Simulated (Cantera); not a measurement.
Standard-state values (1 bar) from the NASA 1993 polynomials, evaluated with Cantera. Values are per mole of reaction as written; species without (g) are pure solids or liquids, kept so even where they would boil at 1 bar. VN: taken at fixed stoichiometry.

Task: Between 300 and 900 K, where is each reaction favourable under standard conditions?
- 4 N(g) + VO2(g) → 2 N2O(g) + V
- 4 NH3(g) + 2 V2O5 → 12 H(g) + 4 VN + 5 O2(g)

Result: 
- 4 N(g) + VO2(g) → 2 N2O(g) + V: ΔG° is -1372 kJ at 300 K and -1120 kJ at 900 K; it stays negative (K > 1). ΔH° is -1502 kJ and ΔS° -425 J/K at 900 K.
- 4 NH3(g) + 2 V2O5 → 12 H(g) + 4 VN + 5 O2(g): ΔG° is 4577 kJ at 300 K and 3622 kJ at 900 K; it stays positive (K < 1). ΔH° is 5086 kJ and ΔS° 1627 J/K at 900 K.
